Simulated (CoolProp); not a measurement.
A simple Rankine cycle with water: condensing at 323.15 K, boiler at 0.424 MPa, turbine inlet 568.9 K, turbine efficiency 0.7, pump efficiency 0.6, no recuperator. Each further row changes one setting.

Computed with CoolProp (reference Helmholtz-energy equation of state, Wagner 2002).

```
case                             thermal efficiency (%)  net work (kJ/kg)  heat in (kJ/kg)  turbine exit temperature (K)  volume ratio over the turbine
-------------------------------  ----------------------  ----------------  ---------------  ----------------------------  -----------------------------
as stated                                          15.8               450             2850                         331.2                           20.1
turbine inlet 588.9 K                              16.0               463             2890                         346.0                           20.3
condensing temperature 315.15 K                    17.0               489             2880                         315.1                           28.7
boiler pressure 0.297 MPa                          14.5               415             2850                         351.5                           14.9
turbine efficiency 0.6                             13.5               386             2850                         364.8                           22.2
```

The expansion ends wet for: condensing temperature 315.15 K.
